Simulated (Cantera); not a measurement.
Feed: 1 mol C2H6, 0.073 mol H2O, at 1348.15 K and 11.0 mbar.

Method: chemical equilibrium by Gibbs-energy minimisation in Cantera with the NASA 1993 tables (ideal gas, pure condensed phases). Equilibrium is a limit: real reactors are often held back by kinetics, nucleation or transport.

| species | before | after |
|---|---|---|
| H2 | 0.977 | 0.897 |
| CH4 | 6.12e-5 | 0.0785 |
| H2O | 1.45e-6 | 0.0194 |
| CO | 0.0232 | 0.00430 |
| CO2 | 1.76e-8 | 0.000893 |
| H | 2.18e-5 | <1e-9 |
| C(graphite), mol | 1.93 | 1.76 |
Gas species are given as mole fractions.

### Question
Which change was made?
A) 0.12 mol CO2 added
B) H2O from 0.073 to 0.039 mol
C) H2O from 0.073 to 0.021 mol
D) temperature from 1348.15 K to 698 K

### Answer
D, temperature from 1348.15 K to 698 K
